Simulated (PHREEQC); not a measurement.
Consider water at 25 °C with 0.0037 mol/kgw H3PO4, 0.00015 mol/kgw HCl, 7.1e-06 mol/kgw H4SiO4 and 0.0067 mol/kgw Na2SO4. Closed to the air; pH follows from the charge balance.

All values are PHREEQC results (ion-association model, phreeqc.dat), not measurements.

Task: The ionic strength comes out as 0.0212 mol/kgw. What activity coefficients do NaSO4-, H+, SO4-2, Cl-, H2PO4- get?

Result: NaSO4- 0.87, H+ 0.89, SO4-2 0.57, Cl- 0.86, H2PO4- 0.87.

No solid was allowed to form.
